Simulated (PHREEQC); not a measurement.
PHREEQC input (ion-association model, phreeqc.dat):

```
SOLUTION 1
  temp 25
  units mol/kgw
  pH 7 charge
  S(6) 0.006539
  Cu(2) 9.9e-05
  Mg 4e-05
SOLUTION 2
  temp 25
  units mol/kgw
  pH 7 charge
  B 0.0099
  F 5.6e-05
  Na 5.6e-05
  Cl 0.015
  Li 0.015
END
SELECTED_OUTPUT 1
  -reset false
  -pH true
  -pe true
  -ionic_strength true
  -water true
  -totals B Cl Cu F Li Mg Na S Cu(1) Cu(2)
    S(-2) S(6)
  -molalities H+ Mg+2 Na+ Cl- SO4-2 H3BO3 F- Li+ Cu+2 OH-
    O2 HSO4- S-2 HS- H2S H2BO3- BF(OH)3- BF2(OH)2- BF3OH- BF4-
    HF HF2- MgOH+ MgSO4 MgF+ NaOH NaSO4- NaF LiSO4- Cu+
    CuCl2- CuCl3-2 CuCl+ CuCl2 CuCl3- CuCl4-2 CuF+ CuOH+ Cu(OH)2 Cu(OH)3-
    Cu(OH)4-2 Cu2(OH)2+2 CuSO4 Cu(HS)3-
  -equilibrium_phases Halite
PRINT
  -reset false
MIX 1
  1 1
  2 0
EQUILIBRIUM_PHASES 1
  Halite 0 0
  O2(g) -0.68 10
END
# ... the last block is repeated for the other 10 points of share of solution B
```

Selected output (columns that matter, 11 of 11 rows; share of solution B added in front):

```
share of solution B	pH	mu	B	Cl	Cu	F	Li	Mg	Na	S	m_H+	m_Mg+2	m_Na+	m_Cl-
0	2.0334	0.014578	0	0	9.9e-05	0	0	4e-05	0	0.006539	0.01028	2.9282e-05	0	0
0.1	2.0734	0.014868	0.00099	0.0015	8.91e-05	5.6e-06	0.0015	3.6e-05	5.6e-06	0.0058851	0.0093825	2.6905e-05	5.5364e-06	0.0014998
0.2	2.1184	0.015122	0.00198	0.003	7.92e-05	1.12e-05	0.003	3.2e-05	1.12e-05	0.0052312	0.0084644	2.4443e-05	1.1083e-05	0.0029997
0.3	2.1698	0.015335	0.00297	0.0045	6.93e-05	1.68e-05	0.0045	2.8e-05	1.68e-05	0.0045773	0.007524	2.1889e-05	1.6641e-05	0.0044996
0.4	2.2296	0.015502	0.00396	0.006	5.94e-05	2.24e-05	0.006	2.4e-05	2.24e-05	0.0039234	0.0065586	1.9234e-05	2.2212e-05	0.0059995
0.5	2.3011	0.015618	0.00495	0.0075	4.95e-05	2.8e-05	0.0075	2e-05	2.8e-05	0.0032695	0.005565	1.6465e-05	2.7795e-05	0.0074995
0.6	2.3896	0.015673	0.00594	0.009	3.96e-05	3.36e-05	0.009	1.6e-05	3.36e-05	0.0026156	0.004539	1.3566e-05	3.3395e-05	0.0089995
0.7	2.5056	0.015659	0.00693	0.0105	2.97e-05	3.92e-05	0.0105	1.2e-05	3.92e-05	0.0019617	0.0034754	1.0514e-05	3.9011e-05	0.0105
0.8	2.6722	0.015562	0.00792	0.012	1.98e-05	4.48e-05	0.012	8e-06	4.48e-05	0.0013078	0.0023674	7.2736e-06	4.4648e-05	0.012
0.9	2.9645	0.015364	0.00891	0.0135	9.9e-06	5.04e-05	0.0135	4e-06	5.04e-05	0.0006539	0.0012072	3.7957e-06	5.0308e-05	0.0135
1	5.6314	0.015059	0.0099	0.015	0	5.6e-05	0.015	0	5.6e-05	0	2.5972e-06	0	5.5999e-05	0.015
```

Complexes and solids missing from the database can't appear. Real BF4- forms and hydrolyses slowly; the run takes it at equilibrium.
